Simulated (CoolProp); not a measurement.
Vapour-liquid equilibrium of ethylene (1) + ethane (2) at 140.4 K; x and y are mole fractions of (1).

Computed with CoolProp (multi-fluid Helmholtz-energy mixture model, Smukala 2000 and Bücker 2006; pair parameters Bell 2016).

```
x      bubble pressure (kPa)  y at the bubble point  dew pressure at overall composition x (kPa)  liquid density (mol/L)
-----  ---------------------  ---------------------  -------------------------------------------  ----------------------
0.05                   4.546                  0.169                                        4.124                   19.91
0.125                  5.318                  0.342                                        4.380                   20.03
0.2                    6.008                  0.462                                        4.668                   20.16
0.275                  6.644                  0.554                                        4.992                   20.29
0.35                       ?                  0.628                                            ?                   20.42
0.425                  7.824                  0.691                                        5.778                   20.56
0.5                        ?                  0.746                                        6.256                   20.69
0.575                  8.961                  0.795                                        6.805                   20.83
0.65                   9.532                  0.840                                        7.437                   20.97
0.725                  10.11                  0.880                                        8.168                   21.12
0.8                    10.69                  0.917                                            ?                   21.26
0.875                  11.29                  0.951                                        10.03                   21.41
0.95                   11.89                  0.982                                        11.27                   21.56
```

### Question
Fill in the missing entries.

### Answer

- 0.35, bubble pressure (kPa): 7.245
- 0.35, dew pressure at overall composition x (kPa): 5.359
- 0.5, bubble pressure (kPa): 8.394
- 0.8, dew pressure at overall composition x (kPa): 9.021

No azeotrope shows between x = 0.05 and 0.95.

The pair parameters rest on a limited set of measurements; away from them the model extrapolates.
